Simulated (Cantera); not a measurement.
Charge: 1 mol SiF4, 0.62 mol H2O, at 440 Pa.

Equilibrium computed with Cantera from the NASA thermochemical tables; the gas is ideal and each condensed phase is pure. Candidate condensed phases: H2O, Si, SiO2; 38 gas species. Equilibrium is a limit: real reactors are often held back by kinetics, nucleation or transport.

Task: At 900 K, list the 3 most abundant gas species with their mole fractions, and the condensed phases.

Result: HF 0.474, SiF4 0.426, H2O 0.100. Condensed: SiO2(β-quartz).
